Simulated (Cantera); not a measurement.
## Premixed flame

A freely propagating, adiabatic, planar premixed flame of 12.0 % CH4, 18.5 % O2, 69.5 % N2, equivalence ratio 1.3, unburnt at 398 K and 0.987 atm; unity-Lewis-number transport, grid criteria slope 0.08 and curve 0.16, no radiation.

Detailed kinetics in Cantera: GRI-Mech 3.0 (53 species, 325 reactions). Unity Lewis numbers drop preferential diffusion, which matters most where H2 and H carry the flame. Burning velocities carry a grid error of a few per cent, more on coarse grids.

```tsv
z (mm)	T (K)	u (m/s)	x CH4	x O2	x CO	x O	x H2O	x CO2
-2.12	399	0.265	0.120	0.185	2.20e-5	<1e-8	5.64e-5	1.24e-5
-1.41	404	0.269	0.120	0.184	0.000246	<1e-8	0.000631	0.000139
-1.06	431	0.287	0.118	0.182	0.00127	<1e-8	0.00325	0.000715
-0.706	589	0.395	0.106	0.166	0.00750	<1e-8	0.0192	0.00422
-0.353	1116	0.762	0.0649	0.109	0.0302	1.02e-6	0.0773	0.0170
-0.176	1525	1.06	0.0306	0.0616	0.0492	2.74e-5	0.125	0.0278
0	1891	1.34	0.00398	0.0175	0.0653	0.000281	0.167	0.0395
0.176	2006	1.42	9.30e-5	0.00314	0.0649	0.000605	0.177	0.0475
0.353	2030	1.44	2.06e-6	0.00124	0.0621	0.000561	0.177	0.0508
0.706	2055	1.45	<1e-8	0.000660	0.0610	0.000358	0.178	0.0522
1.41	2081	1.47	<1e-8	0.000319	0.0610	0.000172	0.180	0.0524
2.82	2101	1.48	<1e-8	0.000121	0.0612	6.47e-5	0.182	0.0524
5.64	2114	1.49	<1e-8	3.92e-5	0.0614	2.10e-5	0.183	0.0524
```
x: mole fraction of selected species; z is measured from the peak of heat release.

The laminar burning velocity comes out as 26.5 cm/s. The thermal thickness is 0.706 mm, the peak x(CO) comes out as 0.0666 and the peak x(O) comes out as 0.000619. The grid points is 136.
